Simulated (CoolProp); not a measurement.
Fluorine at 255.73 K and 14.5 MPa is throttled through a valve to 9.79 MPa with no heat exchange. Each further row changes one setting.

Values from CoolProp's reference Helmholtz-energy equation of state, de Reuck 1990.

| case | temperature change (K) | final phase | final density (kg/m³) |
|---|---|---|---|
| as stated | ___ | supercritical | ___ |
| outlet pressure 2.94 MPa | ___ | gas | ___ |
| outlet pressure 12.7 MPa | ___ | supercritical | ___ |

**Question.** Complete the blanks.

**Answer.** 
- as stated, temperature change (K): -8.9
- as stated, final density (kg/m³): 197
- outlet pressure 2.94 MPa, temperature change (K): -26.7
- outlet pressure 2.94 MPa, final density (kg/m³): 61.1
- outlet pressure 12.7 MPa, temperature change (K): -3.2
- outlet pressure 12.7 MPa, final density (kg/m³): 251
